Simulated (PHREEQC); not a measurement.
Solution (57 °C): 0.063 mol NiSO4, 0.00024 mol CaCl2, 0.014 mol HCl and 0.0015 mol Na2SO4 per kg of water. Closed to the air; pH follows from the charge balance.

Computed with PHREEQC (ion-association model, wateq4f.dat).

Each row changes one thing in this solution. Precipitation was switched off in this run.

```
case                                              pH  ionic strength (mol/kgw)  SO4-2 (mol/kgw)  HSO4- (mol/kgw)  Na+ (mol/kgw)  NaSO4- (mol/kgw)  SI of Gypsum (CaSO4:2H2O)  SI of Halite (NaCl)
----------------------------------------------  ----  ------------------------  ---------------  ---------------  -------------  ----------------  -------------------------  -------------------
as made                                         2.44                     0.150           0.0295          0.00943        0.00285          0.000153                      -1.76                -6.31
HCl from 0.014 to 0.021 mol/kgw                 2.23                     0.155           0.0270           0.0137        0.00286          0.000139                      -1.79                -6.14
temperature from 57 to 35 °C                    2.31                       [?]           0.0314          0.00794        0.00285          0.000150                      -1.75                -6.26
Na2SO4 from 0.0015 to 0.003 mol/kgw              [?]                     0.153           0.0305          0.00951        0.00569          0.000313                      -1.75                -6.02
NiSO4 replaced by Cs2SO4 at the same molality   2.61                     0.185           0.0533           0.0109        0.00275          0.000247                      -1.66                -6.33
diluted 2-fold with water                       2.62                       [?]           0.0166          0.00409        0.00145           5.42e-5                      -2.10                -6.86
NiSO4 replaced by NH4HSO4 at the same molality   [?]                     0.113           0.0168           0.0433        0.00290           9.81e-5                      -1.90                -6.27
```

Question: Some entries are withheld; supply them.

Answer: 
- temperature from 57 to 35 °C, ionic strength (mol/kgw): 0.154
- Na2SO4 from 0.0015 to 0.003 mol/kgw, pH: 2.45
- diluted 2-fold with water, ionic strength (mol/kgw): 0.0810
- NiSO4 replaced by NH4HSO4 at the same molality, pH: 1.56

At this temperature some constants are extrapolated from 25 °C, and those without enthalpy data are left unchanged.
